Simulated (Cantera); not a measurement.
What does this Cantera script print?

```python
import numpy as np
import cantera as ct

gas_names = [...]  # 151 gases of nasa_gas.yaml made of C, H, N, O, Si
cond_names = """
    C(gr) C6H6(L) C7H8(L) C8H18(L),n-octa H2O(s) H2O(L) Si(cr) Si(L) SiC(b) SiO2(Lqz) SiO2(hqz) SiO2(L)
    Si2N2O(s) Si3N4(a)
""".split()


# ... load() reads the species with a 1 bar reference pressure and builds the phases ...
atoms = {
    'TEOS': {'Si': 1, 'C': 8, 'H': 20, 'O': 4},
    'N2O': {'N': 2, 'O': 1},
    'N2': {'N': 2},
    'O3': {'O': 3},
}
top_T = {'C(gr)': 4500, 'SiC(b)': 3050, 'Si2N2O(s)': 2100, 'Si3N4(a)': 2400}  # K; cautious upper limits of use, not melting points


# ... equilibrate(T, P, feed) seeds the gas with the atoms and calls Mixture.equilibrate('TP', solver="vcs", rtol=1e-11, max_steps=5000) ...
results = []
T = 1825  # K
P = 150  # Pa
for m in [3.5, 4.6, 5.7, 6.8, 7.9, 9, 10, 11, 12, 13, 15]:
    feed = {'TEOS': 1, 'N2O': m, 'N2': 23, 'O3': 2.6}  # mol
    mix = equilibrate(T, P, feed)
    results.append((T, P, feed, dict(zip(mix.species_names, mix.species_moles))))
    x = sorted(zip(gas.X, gas.species_names), reverse=True)
    print(f"T = {T:g} K  P = {P:g} Pa  n(N2O) = {m:g} mol  gas = {mix.phase_moles(0):.4g} mol")
    print("   x: " + "  ".join(f"{s} {v:.3e}" for v, s in x if v > 1e-06))
    print("   condensed (mol): " + ("  ".join(f"{mix.phase(i).name} {mix.phase_moles(i):.4g}"
          for i in range(1, mix.n_phases) if mix.phase_moles(i) > 1e-12) or "none"))
```

It prints:

```
T = 1825 K  P = 150 Pa  n(N2O) = 3.5 mol  gas = 44.74 mol
   x: N2 5.923e-01  CO 1.507e-01  H2 1.280e-01  H2O 9.340e-02  CO2 2.807e-02  H 4.068e-03  SiO 3.240e-03  OH 2.075e-04  NO 1.092e-05  SiO2 6.161e-06  O 5.067e-06  O2 1.631e-06
   condensed (mol): SiO2(L) 0.8547
T = 1825 K  P = 150 Pa  n(N2O) = 4.6 mol  gas = 45.8 mol
   x: N2 6.026e-01  CO 1.398e-01  H2 1.093e-01  H2O 1.070e-01  CO2 3.489e-02  H 3.760e-03  SiO 2.418e-03  OH 2.571e-04  NO 1.476e-05  O 6.792e-06  SiO2 6.161e-06  O2 2.931e-06
   condensed (mol): SiO2(L) 0.889
T = 1825 K  P = 150 Pa  n(N2O) = 5.7 mol  gas = 46.88 mol
   x: N2 6.123e-01  CO 1.284e-01  H2O 1.192e-01  H2 9.227e-02  CO2 4.230e-02  H 3.454e-03  SiO 1.831e-03  OH 3.119e-04  NO 1.965e-05  O 8.967e-06  SiO2 6.161e-06  O2 5.108e-06
   condensed (mol): SiO2(L) 0.9139
T = 1825 K  P = 150 Pa  n(N2O) = 6.8 mol  gas = 47.95 mol
   x: N2 6.214e-01  H2O 1.300e-01  CO 1.165e-01  H2 7.679e-02  CO2 5.033e-02  H 3.151e-03  SiO 1.397e-03  OH 3.729e-04  NO 2.594e-05  O 1.175e-05  O2 8.775e-06  SiO2 6.161e-06
   condensed (mol): SiO2(L) 0.9327
T = 1825 K  P = 150 Pa  n(N2O) = 7.9 mol  gas = 49.04 mol
   x: N2 6.301e-01  H2O 1.394e-01  CO 1.042e-01  H2 6.288e-02  CO2 5.895e-02  H 2.851e-03  SiO 1.067e-03  OH 4.419e-04  NO 3.422e-05  O 1.539e-05  O2 1.505e-05  SiO2 6.161e-06
   condensed (mol): SiO2(L) 0.9474
T = 1825 K  P = 150 Pa  n(N2O) = 9 mol  gas = 50.12 mol
   x: N2 6.384e-01  H2O 1.475e-01  CO 9.145e-02  CO2 6.816e-02  H2 5.049e-02  H 2.555e-03  SiO 8.097e-04  OH 5.217e-04  NO 4.537e-05  O2 2.613e-05  O 2.028e-05  SiO2 6.161e-06
   condensed (mol): SiO2(L) 0.9591
T = 1825 K  P = 150 Pa  n(N2O) = 10 mol  gas = 51.11 mol
   x: N2 6.456e-01  H2O 1.537e-01  CO 7.951e-02  CO2 7.701e-02  H2 4.050e-02  H 2.288e-03  SiO 6.232e-04  OH 6.071e-04  NO 5.929e-05  O2 4.411e-05  O 2.635e-05  SiO2 6.161e-06
   condensed (mol): SiO2(L) 0.9678
T = 1825 K  P = 150 Pa  n(N2O) = 11 mol  gas = 52.1 mol
   x: N2 6.525e-01  H2O 1.589e-01  CO2 8.624e-02  CO 6.730e-02  H2 3.164e-02  H 2.023e-03  OH 7.101e-04  SiO 4.709e-04  NO 7.887e-05  O2 7.723e-05  O 3.487e-05  SiO2 6.161e-06
   condensed (mol): SiO2(L) 0.9751
T = 1825 K  P = 150 Pa  n(N2O) = 12 mol  gas = 53.1 mol
   x: N2 6.591e-01  H2O 1.632e-01  CO2 9.578e-02  CO 5.488e-02  H2 2.386e-02  H 1.756e-03  OH 8.397e-04  SiO 3.458e-04  O2 1.433e-04  NO 1.080e-04  O 4.749e-05  SiO2 6.161e-06
   condensed (mol): SiO2(L) 0.9813
T = 1825 K  P = 150 Pa  n(N2O) = 13 mol  gas = 54.1 mol
   x: N2 6.653e-01  H2O 1.665e-01  CO2 1.055e-01  CO 4.239e-02  H2 1.708e-02  H 1.486e-03  OH 1.013e-03  O2 2.911e-04  SiO 2.426e-04  NO 1.546e-04  O 6.769e-05  SiO2 6.161e-06
   condensed (mol): SiO2(L) 0.9865
T = 1825 K  P = 150 Pa  n(N2O) = 15 mol  gas = 56.21 mol
   x: N2 6.759e-01  H2O 1.698e-01  CO2 1.231e-01  CO 1.925e-02  H2 6.778e-03  O2 1.923e-03  OH 1.640e-03  H 9.362e-04  NO 4.005e-04  O 1.740e-04  SiO 9.439e-05  SiO2 6.161e-06
   condensed (mol): SiO2(L) 0.9943
```

Method: chemical equilibrium by Gibbs-energy minimisation in Cantera with the NASA 1993 tables (ideal gas, pure condensed phases). The feed counts by its element totals alone. The tables hold silica as quartz up to 1696 K and as liquid above; real silica turns to tridymite and cristobalite and melts near 1996 K.
